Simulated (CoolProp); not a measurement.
Vapour-liquid equilibrium of isohexane (1) + benzene (2) at 462.2 K; x and y are mole fractions of (1).

The numbers come from the multi-fluid Helmholtz-energy mixture model, Lemmon 2006 and Thol 2012; pair parameters Bell 2016 in CoolProp.

| x | bubble pressure (MPa) | y at the bubble point | dew pressure at overall composition x (MPa) | liquid density (mol/L) |
|---|---|---|---|---|
| 0.05 | 1.260 | ___ | 1.236 | 8.394 |
| 0.15 | 1.361 | 0.219 | 1.309 | 7.932 |
| 0.25 | 1.442 | 0.329 | 1.384 | 7.504 |
| 0.35 | 1.510 | 0.426 | 1.457 | 7.108 |
| 0.45 | 1.568 | 0.515 | 1.527 | 6.739 |
| 0.55 | 1.618 | 0.602 | 1.589 | 6.397 |
| 0.65 | ___ | 0.687 | 1.644 | 6.078 |
| 0.75 | 1.699 | 0.774 | 1.689 | 5.781 |
| 0.85 | ___ | 0.863 | 1.728 | 5.503 |
| 0.95 | 1.761 | 0.954 | 1.760 | 5.241 |

Some entries are withheld; supply them.


- 0.05, y at the bubble point: 0.084
- 0.65, bubble pressure (MPa): 1.662
- 0.85, bubble pressure (MPa): 1.732

No azeotrope shows between x = 0.05 and 0.95.

The pair parameters rest on a limited set of measurements; away from them the model extrapolates.
